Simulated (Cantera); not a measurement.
Cantera run, input and output.

```python
import numpy as np
import cantera as ct

gas = ct.Solution("gri30.yaml")
gas.TPX = 373, 100000, {'CH4': 1, 'O2': 4.76, 'N2': 17.9}
inlet = ct.Reservoir(gas, clone=True)
gas.equilibrate("HP")  # start burning
reactor = ct.IdealGasConstPressureReactor(gas, energy="on", clone=False)
exhaust = ct.Reservoir(gas, clone=True)
tau = [0.067, 0.031, 0.014, 0.0066, 0.0031, 0.0014, 0.00066, 0.0003, 0.00014, 6.5e-05, 3e-05, 1.4e-05][0]
for a, b in ((inlet, reactor), (reactor, exhaust)):
    ct.MassFlowController(a, b, mdot=lambda t: reactor.mass / tau)
net = ct.ReactorNet([reactor])
show = ['CH4', 'O2', 'HCO', 'CH2', 'NO', 'H', 'C2H6']

rows = []
print(f"{'tau/s':>10s}{'T/K':>9s}" + "".join(f"{s:>11s}" for s in show))
for tau in [0.067, 0.031, 0.014, 0.0066, 0.0031, 0.0014, 0.00066, 0.0003, 0.00014, 6.5e-05, 3e-05, 1.4e-05]:
    net.initial_time = 0.0
    net.advance(30 * tau)
    before = gas.X
    net.advance(40 * tau)
    drift = np.max(np.abs(gas.X - before) / (gas.X + 1e-9))
    rows.append([gas.T, *gas[show].X, drift])
    print(f"{tau:10.3e}{gas.T:9.1f}" + "".join(f"{x:11.3e}" for x in gas[show].X))
```

Output:

```
     tau/s      T/K        CH4         O2        HCO        CH2         NO          H       C2H6
 6.700e-02   1372.7  7.258e-05  1.171e-01  1.785e-08  2.405e-08  5.068e-07  5.742e-06  3.592e-08
 3.100e-02   1366.0  1.256e-04  1.174e-01  4.012e-08  4.533e-08  3.577e-07  1.179e-05  7.195e-08
 1.400e-02   1353.2  2.320e-04  1.181e-01  9.225e-08  8.491e-08  2.330e-07  2.387e-05  1.640e-07
 6.600e-03   1326.0  4.874e-04  1.198e-01  2.022e-07  1.482e-07  1.294e-07  4.245e-05  5.431e-07
 3.100e-03    373.0  4.227e-02  2.012e-01  1.683e-39 -3.075e-34  1.532e-22 -1.294e-33  8.115e-18
 1.400e-03    373.0  4.227e-02  2.012e-01 -3.368e-43  1.894e-37 -1.997e-26  7.972e-37 -1.058e-21
 6.600e-04    373.0  4.227e-02  2.012e-01 -1.417e-44 -4.116e-38 -1.262e-27 -1.731e-37 -6.683e-23
 3.000e-04    373.0  4.227e-02  2.012e-01 -8.953e-46 -7.813e-39 -7.969e-29 -3.286e-38 -4.221e-24
 1.400e-04    373.0  4.227e-02  2.012e-01 -5.655e-47 -1.764e-40 -5.034e-30 -7.449e-40 -2.666e-25
 6.500e-05    373.0  4.227e-02  2.012e-01 -3.572e-48  2.934e-40 -3.180e-31  1.229e-39 -1.684e-26
 3.000e-05    373.0  4.227e-02  2.012e-01 -2.257e-49  2.560e-41 -2.009e-32  1.074e-40 -1.064e-27
 1.400e-05    373.0  4.227e-02  2.012e-01 -1.425e-50  2.522e-42 -1.269e-33  1.055e-41 -6.720e-29
```

Detailed kinetics in Cantera: GRI-Mech 3.0 (53 species, 325 reactions).
